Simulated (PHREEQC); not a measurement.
Model water analysis in mg/kgw, 25 °C, pH 7.03, pe 8.8:

```
constituent              mg/kgw
-----------------------  ------
Na                           21
K                          10.9
Ca                         90.3
Mg                         38.3
Cl                         30.6
S(6) as SO4                 175
Alkalinity as HCO3          266
Zn                         3.04
F                         0.395
O(0) (dissolved oxygen)    2.68
N(5) as NO3               0.308
Cu(2)                      1.27
```

Valence states are taken as typed.

Model: ion-association model, wateq4f.dat, run in PHREEQC.

No solid was allowed to form.

Q: Estimate the ionic strength.

A: ionic strength 0.0127 mol/kgw.

Q: In which forms is Zn present?

A: Zn+2 57 %, ZnHCO3+ 20 %, ZnCO3 14 %, ZnSO4 7.8 %, Zn(CO3)2-2 0.9 % of the Zn.

Saturation is exceeded, for instance for Malachite, Brochantite; the values hold only as long as no solid forms. The database's constant for dissolved Cu(OH)2 is higher than later reviews accept. The database's zinc carbonate complexes are estimates, stronger than later reviews accept.
